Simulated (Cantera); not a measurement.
Input: 1 mol CH₃SiCl₃, 2.8 mol HCl, 27 mol H₂, 0.13 mol C₂H₂, held at 1625 °C and 2.33 Torr.

Method: chemical equilibrium by Gibbs-energy minimisation in Cantera with the NASA 1993 tables (ideal gas, pure condensed phases). Candidate condensed phases: C, C₆H₆, C₇H₈, C₈H₁₈, Si, SiC; 109 gas species. The feed counts by its element totals alone. The tables' values for SiCl, SiCl₃ are old estimates; treat these amounts as uncertain. The numbers say what is thermodynamically allowed, not how fast it happens.

Base state: H₂ 0.815, HCl 0.166, H 0.0127, SiCl₂ 0.00338, Cl 0.00195, C₂H₂ (acetylene) 0.000307, Si 0.000146, SiCl 7.46e-5 (mole fractions); condensed: C(graphite) + SiC(s).

Problem. What changes in the equilibrium state with this change: H₂ from 27 to 170 mol?

Solution. 
```json
[
 {"species": "H₂", "before": "0.815", "after": "0.953"},
 {"species": "HCl", "before": "0.166", "after": "0.0322"},
 {"species": "H", "before": "0.0127", "after": "0.0137"},
 {"species": "SiCl₂", "before": "0.00338", "after": "0.000108"},
 {"species": "Si", "before": "0.000146", "after": "0.000146"},
 {"species": "SiCl₃", "before": "1.16e-5", "after": "6.67e-8"},
 {"species": "SiCl", "before": "7.46e-5", "after": "1.34e-5"},
 {"species": "C(graphite), mol", "before": "0.360", "after": "0.181"},
 {"species": "SiC(s), mol", "before": "0.880", "after": "0.949"}
]
```
The tables' values for SiCl are old estimates; treat these amounts as uncertain.

Problem. What changes in the equilibrium state with this change: H₂ from 27 to 1.3 mol?

Solution. 
```csv
species,before,after
HCl,0.166,0.567
H₂,0.815,0.306
SiCl₂,0.00338,0.105
Cl,0.00195,0.0109
H,0.0127,0.00778
SiCl₄,5.40e-8,5.23e-5
SiCl₃,1.16e-5,0.00202
SiCl,7.46e-5,0.000416
"C(graphite), mol",0.360,1.04
"SiC(s), mol",0.880,0.214
```
The tables' values for SiCl₃, SiCl are old estimates; treat these amounts as uncertain.
